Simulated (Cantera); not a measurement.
What does this Cantera script print?

```python
import numpy as np
import cantera as ct

gas_names = """
    H HO2 H2 H2O H2O2 O OH O2 O3 Ta TaO TaO2
""".split()
cond_names = """
    H2O(s) H2O(L) Ta(cr) Ta(L) Ta2O5(s) Ta2O5(L)
""".split()


def load(file, names, dense=False):
    # The tables refer to 1 bar. Condensed volumes are neglected.
    table = {s.name: s for s in ct.Species.list_from_file(file)}
    out = []
    for n in names:
        d = dict(table[n].input_data)
        d["thermo"] = dict(d["thermo"], **{"reference-pressure": 1e5})
        if dense:
            d["equation-of-state"] = {"model": "constant-volume", "density": "1e6 g/cm^3"}
        out.append(ct.Species.from_dict(d))
    return out


gas = ct.Solution(thermo="ideal-gas", species=load("nasa_gas.yaml", gas_names))
cond = {s.name: ct.Solution(thermo="fixed-stoichiometry", species=[s], name=s.name)
        for s in load("nasa_condensed.yaml", cond_names, dense=True)}
atoms = {
    'Ta2O5': {'Ta': 2, 'O': 5},
    'H2': {'H': 2},
}
top_T = {}  # K; cautious upper limits of use, not melting points


def equilibrate(T, P, feed):
    n = {}
    for name, mol in feed.items():
        for a, k in atoms[name].items():
            n[a] = n.get(a, 0.0) + k * mol
    gas.TPX = T, P, n
    mass = sum(n.values()) * gas.mean_molecular_weight
    gas.equilibrate("TP")
    valid = [c for c in cond.values() if c.min_temp <= T <= top_T.get(c.name, c.max_temp)]
    mix = ct.Mixture([(gas, mass / gas.mean_molecular_weight)] + [(c, 0.0) for c in valid])
    mix.T, mix.P = T, P
    mix.equilibrate("TP", solver="vcs", rtol=1e-11, max_steps=5000)
    return mix


results = []
feed = {'Ta2O5': 1, 'H2': 2.2}  # mol
P = 990  # Pa
for T in [1200, 1300, 1400, 1500, 1600, 1700, 1800]:
    mix = equilibrate(T, P, feed)
    results.append((T, P, feed, dict(zip(mix.species_names, mix.species_moles))))

top = {s: max(r[3][s] / sum(r[3][g] for g in gas_names) for r in results) for s in gas_names}
cols = sorted((s for s in top if top[s] > 1e-05), key=lambda s: -top[s])[:5]
seen = [c for c in cond_names if any(r[3].get(c, 0) > 1e-12 for r in results)]
print("log10 of partial pressures in bar; condensed amounts in mol")
print(f"{'T/K':>10s}" + "".join(f"{s[:9]:>10s}" for s in cols + seen))
for T, P, feed, n in results:
    ng = sum(n[g] for g in gas_names)
    print(f"{T:10.4g}" + "".join(f"{np.log10(max(n[s] / ng * P / 1e5, 1e-99)):10.3f}" for s in cols)
          + "".join(f"{n.get(c, 0):10.4g}" for c in seen))
```

Output:

```
log10 of partial pressures in bar; condensed amounts in mol
       T/K        H2         H       H2O    Ta(cr)  Ta2O5(s)
      1200    -2.004    -7.707    -7.360  3.88e-06         1
      1300    -2.004    -6.958    -6.845  1.27e-05         1
      1400    -2.004    -6.315    -6.408 3.477e-05         1
      1500    -2.004    -5.757    -6.032 8.267e-05         1
      1600    -2.005    -5.267    -5.705 0.0001753    0.9999
      1700    -2.005    -4.834    -5.420 0.0003384    0.9998
      1800    -2.006    -4.449    -5.168 0.0006031    0.9997
```

Equilibrium computed with Cantera from the NASA thermochemical tables; the gas is ideal and each condensed phase is pure. Mutual solubility and eutectic melting of coexisting phases are not modelled. Condensed phases not in the tables: N, O or C dissolved in the metal.
